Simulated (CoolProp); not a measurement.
Methanol along the isotherm 246.55 °C: Z from the reference equation and from simpler models built on Tc = 240.2 °C, pc = 82.16 bar, ω = 0.565; each cubic takes its own stable root.

The numbers come from the reference Helmholtz-energy equation of state, de Reuck 1993 in CoolProp.

```tsv
p (bar)	phase	reference
0.39	gas	0.9986
0.693	gas	0.9975
1.23	gas	0.9956
2.19	gas	0.9921
3.9	gas	0.9857
6.93	gas	0.9742
12.3	gas	0.9525
21.9	gas	0.9099
39	gas	0.8216
69.3	gas	0.6103
123	supercritical	0.2000
```

Problem. How far does each simpler model (Redlich-Kwong, Peng-Robinson) lie from the reference over these 11 states: mean and median of the absolute difference, and the worst?

Solution. 
- Redlich-Kwong: mean 4.9 %, median 0.2 %, worst +48.9 % at 246.55 °C and 123 bar
- Peng-Robinson: mean 4.0 %, median 0.5 %, worst +38.4 % at 246.55 °C and 123 bar
